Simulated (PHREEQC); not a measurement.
A solution holds 0.041 mol HF and 0.4 mol NaF per kg of water, at 20 °C. Closed to the air; pH follows from the charge balance.

Computed with PHREEQC (ion-association model, phreeqc.dat).

Each row changes one thing in this solution. Precipitation was switched off in this run.

| case | pH | ionic strength (mol/kgw) | F- (mol/kgw) | HF2- (mol/kgw) | HF (mol/kgw) |
|---|---|---|---|---|---|
| as made | 4.20 | 0.368 | 0.345 | 0.0227 | 0.0182 |
| NaF replaced by (CH3)4NF at the same molality | 4.25 | 0.400 | 0.377 | 0.0235 | 0.0174 |
| temperature from 20 to 70 °C | 4.64 | 0.370 | 0.346 | 0.0244 | 0.0166 |
| temperature from 20 to 50 °C | (withheld) | 0.369 | 0.345 | 0.0243 | 0.0167 |
| HF from 0.041 to 0.082 mol/kgw | (withheld) | 0.370 | 0.326 | 0.0442 | 0.0377 |

Q: Fill in the missing entries.

A: 
- temperature from 20 to 50 °C, pH: 4.47
- HF from 0.041 to 0.082 mol/kgw, pH: 3.86

Constants without temperature data keep their 25 °C values here.
